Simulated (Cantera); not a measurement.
Input: 1 mol SiCl₄, 0.035 mol C₂H₂, 11 mol H₂, equilibrated at 188 Torr.

Cantera equilibrium calculation (NASA polynomials, part measured and part estimated; ideal gas, pure solids and liquids). Candidate condensed phases: C, C₆H₆, C₇H₈, C₈H₁₈, Si, SiC; 109 gas species. Gases not in the tables: Si₂H₆ and higher silanes. Rates play no part.

Over these rows the condensed part is SiC(s). Partial pressures as log10 of bar:

| T (K) | 1000/T (1/K) | log p SiC₂ | log p H₂ | log p HCl | log p SiCl₂ |
|---|---|---|---|---|---|
| 1873 | 0.5339 | -9.53 | -0.72 | -1.39 | -1.77 |
| 1973 | 0.5068 | -8.46 | -0.72 | -1.39 | -1.76 |
| 2073 | 0.4824 | ? | -0.72 | -1.39 | -1.77 |
| 2173 | 0.4602 | -6.59 | -0.72 | -1.38 | -1.78 |
| 2273 | 0.4399 | -5.75 | -0.73 | -1.37 | -1.80 |
| 2373 | 0.4214 | -4.95 | -0.74 | -1.36 | -1.84 |

Question: Fit log p(SiC₂) = a + b·(1000/T) to the five rows, give the apparent enthalpy, and predict the row at 2073 K.

Answer: Means: 1000/T = 0.4724, log p = -7.056. Sxy = -0.355985, Sxx = 0.0087717, so b = -40.58 and a = -7.056 − (-40.58)×0.4724 = 12.12.
Apparent enthalpy: −19.145 × (-40.58) = 777 kJ/mol. With the condensed phases at unit activity, 2 SiC(s) + 2 HCl(g) = SiC₂(g) + H₂(g) + SiCl₂(g) links this pressure to the main gases: over the six rows their terms move log p by +0.15 in all, so the slope is close to that reaction's ΔH°. The five rows lie within 0.04 of the line.
Prediction at 2073 K: 12.12 + (-40.58)×0.4824 = -7.46. The computed value is -7.48, 0.02 from the line.
